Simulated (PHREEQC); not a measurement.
Solution (65 °C): 0.22 mol NaH2PO4, 0.0061 mol HF and 0.00041 mol H4SiO4 per kg of water. Closed to the air; pH follows from the charge balance.

Equilibrium calculation in PHREEQC: ion-association model, wateq4f.dat.

| quantity | before | after |
|---|---|---|
| pH | 3.84 | 7.22 |
| ionic strength (mol/kgw) | 0.220 | 0.588 |
| H3PO4 (mol/kgw) | 0.00481 | 3.07e-7 |
| HPO4-2 (mol/kgw) | 0.000309 | 0.181 |

### Question
Name the change that produced these shifts.
A) NaH2PO4 replaced by (NH4)2HPO4 at the same molality
B) HF left out
C) HF from 0.0061 to 0.00061 mol/kgw
D) H4SiO4 left out
E) HF from 0.0061 to 0.0122 mol/kgw

### Answer
A, NaH2PO4 replaced by (NH4)2HPO4 at the same molality

Precipitation was switched off in this run. Some of these states are supersaturated (in Quartz (slow to form), for instance). H3PO4, which wateq4f.dat lacks, is added to it with the constant of phreeqc.dat. Constants without temperature data keep their 25 °C values here. SiF6-2 is the database's only silicon fluoride.
